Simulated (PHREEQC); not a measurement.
A solution holds 2.3 mmol/kgw CdCl2, 0.57 mmol/kgw NaOH and 6.9 mmol/kgw HCl, at 20 °C. Closed to the air; pH follows from the charge balance.

The numbers come from PHREEQC with the ion-association model, wateq4f.dat.

The ionic strength comes out as 0.0119 mol/kgw. What activity coefficients do Cd+2, Na+, H+, CdCl+, Cl- get?

Cd+2 0.64, Na+ 0.90, H+ 0.91, CdCl+ 0.90, Cl- 0.89.

This is a speciation only: nothing precipitates in the calculation.
